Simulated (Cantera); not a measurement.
Input: 1 mol Al₂O₃, 0.027 mol C, 2.2 mol N₂, equilibrated at 3.90e-5 bar.

These are equilibrium values from Cantera (NASA tables, ideal gas, pure condensed phases), not measurements of a reactor. Candidate condensed phases: Al, AlN, Al₂O₃, C; 32 gas species. The numbers say what is thermodynamically allowed, not how fast it happens.

Q: At 2675 K, list the 5 most abundant gas species with their mole fractions, and the condensed phases.

A: O 0.381, N₂ 0.318, Al 0.251, AlO 0.0347, O₂ 0.00538. Condensed: gas only.
